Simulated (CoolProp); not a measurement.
Properties of n-perfluorobutane at several states (Tc = 113.2 °C, pc = 2.322 MPa, ω = 0.372).

Computed with CoolProp (reference Helmholtz-energy equation of state, Gao 2022).

```json
[
 {"T (°C)": "173.65", "p (MPa)": "0.239", "phase": "gas", "speed of sound (m/s)": "?", "expansivity (1/kK)": "2.415"},
 {"T (°C)": "163.05", "p (MPa)": "0.0804", "phase": "gas", "speed of sound (m/s)": "?", "expansivity (1/kK)": "2.356"},
 {"T (°C)": "-8.95", "p (MPa)": "2.8", "phase": "liquid", "speed of sound (m/s)": "524.3", "expansivity (1/kK)": "?"},
 {"T (°C)": "-110.95", "p (MPa)": "0.563", "phase": "liquid", "speed of sound (m/s)": "?", "expansivity (1/kK)": "1.900"}
]
```

Problem. Fill in the missing entries.

Solution. 
- 173.65, speed of sound (m/s): 125.0
- 163.05, speed of sound (m/s): 124.9
- -8.95, expansivity (1/kK): 2.068
- -110.95, speed of sound (m/s): 809.6
